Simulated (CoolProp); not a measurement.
Vapour-liquid equilibrium of n-pentane (1) + cyclohexane (2) at 375.7 K; x and y are mole fractions of (1).

Values from CoolProp's multi-fluid Helmholtz-energy mixture model, Thol 2019 and Zhou 2014; pair parameters Bell 2016.

```csv
x,bubble pressure (bar),y at the bubble point,dew pressure at overall composition x (bar),liquid density (mol/L)
0.05,2.114,0.152,1.943,8.243
0.125,2.469,0.322,2.065,8.186
0.2,2.812,0.447,2.203,8.127
0.275,3.146,…,…,8.068
0.35,3.472,0.622,…,8.007
0.425,3.794,0.688,2.746,7.944
0.5,4.112,0.744,2.986,7.880
0.575,4.429,…,…,7.814
0.65,4.746,0.837,3.601,7.747
0.725,5.065,0.877,3.998,7.677
0.8,5.388,0.913,4.475,7.604
0.875,5.715,0.947,5.050,7.530
0.95,6.050,0.979,…,7.452
```

Question: What belongs in the gaps?

Answer: 
- 0.275, y at the bubble point: 0.544
- 0.275, dew pressure at overall composition x (bar): 2.360
- 0.35, dew pressure at overall composition x (bar): 2.539
- 0.575, y at the bubble point: 0.793
- 0.575, dew pressure at overall composition x (bar): 3.268
- 0.95, dew pressure at overall composition x (bar): 5.742

No azeotrope shows between x = 0.05 and 0.95.

Pair parameters are fitted to limited data, so mixtures are less certain than the pure fluids.
